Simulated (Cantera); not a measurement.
Input: 1 mol Cr, 20 mol N2O, 2.1 mol H2, 0.14 mol O2, at 2.90 Pa.

Cantera equilibrium calculation (NASA polynomials, part measured and part estimated; ideal gas, pure solids and liquids). Candidate condensed phases: Cr, CrN, Cr2N, Cr2O3, H2O; 29 gas species. The numbers say what is thermodynamically allowed, not how fast it happens. All values below are at 2023 K.

Base state: N2 0.596, O2 0.214, O 0.0684, H2O 0.0361, H 0.0249, CrO2 0.0204, OH 0.0188, CrO 0.00787 (mole fractions); condensed: gas only.

Question: What changes in the equilibrium state with this change: Cr replaced by V?

Answer: 
| species | before | after |
|---|---|---|
| N2 | 0.596 | 0.599 |
| O2 | 0.214 | 0.210 |
| O | 0.0684 | 0.0679 |
| VO2 | 0 | 0.0301 |
| CrO2 | 0.0204 | 0 |
| CrO | 0.00787 | 0 |
| H | 0.0249 | 0.0250 |
| H2O | 0.0361 | 0.0363 |
| OH | 0.0188 | 0.0188 |
| Cr | 0.00156 | 0 |
| CrO3 | 0.000103 | 0 |
| VO | 0 | 1.94e-5 |
| H2 | 0.00497 | 0.00504 |
Further candidate phases: V, VN, VO, V2O3, V2O4, V2O5.
